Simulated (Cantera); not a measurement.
**Catalytic combustion on Pt**

An isothermal plug-flow reactor at 1125 K and 1.01 bar (inlet), inlet velocity 2.2 m/s, active area per volume 190 1/m; feed CH4 : O2 : N2 = 0.0058 : 0.069 : 0.79 (molar parts), equivalence ratio 0.17.

Model: Deutschmann's 1995 Pt surface mechanism with GRI-Mech 3.0 gas chemistry, integrated in Cantera. Catalytic surfaces can have several steady states; this one follows from the mechanism file's or the stated starting coverage. Mass transfer to the wall is taken as infinitely fast.

| z (m) | x CH4 | x O2 | x H2O | x CO2 | x CO | θ free Pt | θ O* | θ OH* |
|---|---|---|---|---|---|---|---|---|
| 0.00025 | 0.00667 | 0.0797 | 8.02e-5 | 3.62e-5 | 3.87e-6 | 0.352 | 0.648 | 0.000229 |
| 0.00045 | 0.00663 | 0.0796 | 0.000144 | 6.68e-5 | 5.20e-6 | 0.352 | 0.647 | 0.000257 |
| 0.0008 | 0.00658 | 0.0795 | 0.000255 | 0.000121 | 6.07e-6 | 0.352 | 0.647 | 0.000299 |
| 0.0014 | 0.00648 | 0.0793 | 0.000444 | 0.000215 | 6.30e-6 | 0.352 | 0.647 | 0.000360 |
| 0.0025 | 0.00631 | 0.0790 | 0.000783 | 0.000385 | 6.18e-6 | 0.353 | 0.647 | 0.000449 |
| 0.0045 | 0.00601 | 0.0784 | 0.00138 | 0.000682 | 5.89e-6 | 0.353 | 0.647 | 0.000572 |
| 0.008 | 0.00552 | 0.0774 | 0.00236 | 0.00117 | 5.42e-6 | 0.353 | 0.646 | 0.000731 |
| 0.014 | 0.00476 | 0.0759 | 0.00386 | 0.00192 | 4.70e-6 | 0.354 | 0.645 | 0.000924 |
| 0.025 | 0.00361 | 0.0737 | 0.00612 | 0.00304 | 3.62e-6 | 0.356 | 0.643 | 0.00115 |
x: gas mole fraction; θ: surface coverage.
